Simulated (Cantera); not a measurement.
A freely propagating, adiabatic, planar premixed flame of CH₄ : C₂H₆ : O₂ : N₂ = 1 : 0.06 : 2.23 : 8.39 (molar parts), equivalence ratio 0.99, unburnt at 675 K and 10.0 bar; mixture-averaged transport, grid criteria slope 0.08 and curve 0.16, no radiation.

Model: GRI-Mech 3.0 (53 species, 325 reactions), integrated in Cantera. Burning velocities carry a grid error of a few per cent, more on coarse grids.

**Question.** How do the results move with these cheaper or finer settings: unity-Lewis-number transport; multicomponent transport; multicomponent+Soret transport; grid criteria slope 0.5, curve 1; grid criteria slope 0.25, curve 0.5; grid criteria slope 0.03, curve 0.06?

**Answer.** 
```tsv
setting	laminar burning velocity	thermal thickness	peak x(CH₂O)	peak x(O)	grid points
as above	76.0 cm/s	0.0551 mm	0.00173	0.00169	136
unity-Lewis-number transport	63.0 cm/s	0.0584 mm	0.00119	0.00187	137
multicomponent transport	76.7 cm/s	0.0557 mm	0.00173	0.00171	136
multicomponent+Soret transport	75.6 cm/s	0.0560 mm	0.00172	0.00172	136
grid criteria slope 0.5, curve 1	85.3 cm/s	0.0598 mm	0.00175	0.00176	35
grid criteria slope 0.25, curve 0.5	79.9 cm/s	0.0567 mm	0.00172	0.00174	61
grid criteria slope 0.03, curve 0.06	74.8 cm/s	0.0546 mm	0.00172	0.00168	365
```
The base run took very roughly 14 core-seconds.
Unity Lewis numbers drop preferential diffusion, which matters most where H2 and H carry the flame; Soret adds thermal diffusion.
